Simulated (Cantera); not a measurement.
**Equilibrium for chlorosilane synthesis and conversion: SiCl4 + HCl + H2**

Input: 1 mol SiCl4, 5.4 mol HCl, 4.4 mol H2, held at 800 K and 5930 Torr.

Equilibrium computed with Cantera from the NASA thermochemical tables; the gas is ideal and each condensed phase is pure. Candidate condensed phases: Si; 19 gas species. Equilibrium is a limit: real reactors are often held back by kinetics, nucleation or transport.

The x(HCl) is 0.500 and the x(H2) is 0.407. The x(SiCl4) comes out as 0.0925, the x(SiHCl3) is 6.81e-5 and the gas amount is 10.80 mol. The log10 activity of Si(s) (absent) is -11.88.
